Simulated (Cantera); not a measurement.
An isothermal, constant-pressure homogeneous reactor starts with 0.139 % CO, 0.209 % O₂, 0.199 % H₂O, 99.5 % N₂, at 1225 K and 2400 Torr.

Detailed kinetics in Cantera: GRI-Mech 3.0 (53 species, 325 reactions).

One state of this run: x CO = 6.52e-10; x O₂ = 0.00139; x H₂O = 0.00199; x CO₂ = 0.00139; x HO₂ = 7.72e-11. x: mole fraction; the columns are a selection and need not sum to one.

### Question
Which value of t (s) does it belong to?
A. 0.000247
B. 0.606
C. 0.000909
D. 30.0

### Answer
D, 30.0
